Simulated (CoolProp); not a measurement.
Vapour-liquid equilibrium of benzene (1) + m-xylene (2) at 404.8 K; x and y are mole fractions of (1).

The numbers come from the multi-fluid Helmholtz-energy mixture model, Thol 2012 and Zhou 2012; pair parameters Bell 2016 in CoolProp.

**Question.** Give the bubble pressure and the first vapour's composition at x = 0.05, 0.2, 0.95. Is there an azeotrope?

**Answer.** x = 0.05: 0.09805 MPa, y = 0.193; x = 0.2: 0.1434 MPa, y = 0.525; x = 0.95: 0.3768 MPa, y = 0.987. No azeotrope shows between x = 0.05 and 0.95.

Pair parameters are fitted to limited data, so mixtures are less certain than the pure fluids.
